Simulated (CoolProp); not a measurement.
A closed Brayton cycle with dry air: compressor inlet 329.15 K and 7.2 MPa, high pressure 16.1 MPa, turbine inlet 745 K, compressor efficiency 0.89, turbine efficiency 0.85, recuperator effectiveness 0.95 (on enthalpy, no pinch check). Each further row changes one setting.

The numbers come from the reference Helmholtz-energy equation of state, Lemmon 2000 in CoolProp. It is a pseudo-pure fit of the blend.

```csv
case,thermal efficiency (%),net work (kJ/kg),compressor to turbine work,compressor exit (K),turbine exit (K)
as stated,25.0,38.2,0.72,426.0,621.6
turbine inlet 695 K,[?],28.9,[?],426.0,578.5
compressor inlet 339.15 K,[?],34.9,[?],438.8,621.6
high pressure 13.7 MPa,26.9,[?],[?],404.8,[?]
recuperator effectiveness 0.5,[?],38.2,0.72,426.0,621.6
```

Q: What belongs in the gaps?

A: 
- turbine inlet 695 K, thermal efficiency (%): 20.5
- turbine inlet 695 K, compressor to turbine work: 0.77
- compressor inlet 339.15 K, thermal efficiency (%): 23.1
- compressor inlet 339.15 K, compressor to turbine work: 0.75
- high pressure 13.7 MPa, net work (kJ/kg): 34.8
- high pressure 13.7 MPa, compressor to turbine work: 0.69
- high pressure 13.7 MPa, turbine exit (K): 644.5
- recuperator effectiveness 0.5, thermal efficiency (%): 15.5
